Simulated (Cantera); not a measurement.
Input: 1 mol Si2Cl6, 2.8 mol NH3, 21 mol N2, equilibrated at 32.0 Pa.

Equilibrium computed with Cantera from the NASA thermochemical tables; the gas is ideal and each condensed phase is pure. Candidate condensed phases: NH4Cl, Si, Si3N4; 28 gas species. The feed counts by its element totals alone. Equilibrium is a limit: real reactors are often held back by kinetics, nucleation or transport.

Over these rows the condensed part is Si3N4(s). Partial pressures as log10 of bar:

| T (K) | 1000/T (1/K) | log p SiCl4 | log p N2 | log p HCl | log p H2 | log p SiCl2 |
|---|---|---|---|---|---|---|
| 1148 | 0.8711 | -5.74 | -3.62 | -4.23 | -4.75 | -6.47 |
| 1223 | 0.8177 | ? | -3.62 | -4.24 | -4.73 | -5.77 |
| 1298 | 0.7704 | -6.27 | -3.62 | -4.28 | -4.68 | -5.27 |
| 1373 | 0.7283 | -6.88 | -3.62 | -4.38 | -4.60 | -4.96 |
| 1448 | 0.6906 | -7.61 | -3.62 | -4.50 | -4.52 | -4.78 |
| 1523 | 0.6566 | -8.38 | -3.62 | -4.66 | -4.46 | -4.68 |

Q: Fit log p(SiCl4) = a + b·(1000/T) to the five rows, give the apparent enthalpy, and predict the row at 1223 K.

A: Means: 1000/T = 0.7434, log p = -6.976. Sxy = 0.330792, Sxx = 0.0275864, so b = 11.99 and a = -6.976 − (11.99)×0.7434 = -15.89.
Apparent enthalpy: −19.145 × (11.99) = -230 kJ/mol. With the condensed phases at unit activity, 2/3 N2(g) + 2 SiCl2(g) = SiCl4(g) + 1/3 Si3N4(s) links this pressure to the main gases: over the six rows their terms move log p by +3.58 in all, so the slope isn't that reaction's ΔH° alone. The five rows lie within 0.38 of the line; that is curvature, so one enthalpy describes this range poorly.
Prediction at 1223 K: -15.89 + (11.99)×0.8177 = -6.09. The computed value is -5.91, 0.18 from the line.
